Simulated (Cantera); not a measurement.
Charge: 1 mol Pb, 0.11 mol H2O, 58 mol N2, equilibrated at 948.15 K.

Cantera equilibrium calculation (NASA polynomials, part measured and part estimated; ideal gas, pure solids and liquids). Candidate condensed phases: H2O, Pb, PbO, PbO2, Pb3O4; 27 gas species. The numbers say what is thermodynamically allowed, not how fast it happens.

Problem. What share of the Pb ends up in condensed phases as a function of P (Pa), at 10, 41, 160, 670, 2700, 11000, 45000, 180000, 740000, 3000000?

Solution. 
```json
[
 {"P (Pa)": "10", "Pb condensed (%)": "0.0", "as": "-"},
 {"P (Pa)": "41", "Pb condensed (%)": "31.0", "as": "Pb(l)"},
 {"P (Pa)": "160", "Pb condensed (%)": "82.5", "as": "Pb(l)"},
 {"P (Pa)": "670", "Pb condensed (%)": "95.8", "as": "Pb(l)"},
 {"P (Pa)": "2700", "Pb condensed (%)": "99.0", "as": "Pb(l)"},
 {"P (Pa)": "11000", "Pb condensed (%)": "99.7", "as": "Pb(l)"},
 {"P (Pa)": "45000", "Pb condensed (%)": "99.9", "as": "Pb(l)"},
 {"P (Pa)": "180000", "Pb condensed (%)": "100.0", "as": "Pb(l) + PbO(yellow)"},
 {"P (Pa)": "740000", "Pb condensed (%)": "100.0", "as": "Pb(l) + PbO(yellow)"},
 {"P (Pa)": "3000000", "Pb condensed (%)": "100.0", "as": "Pb(l) + PbO(yellow)"}
]
```
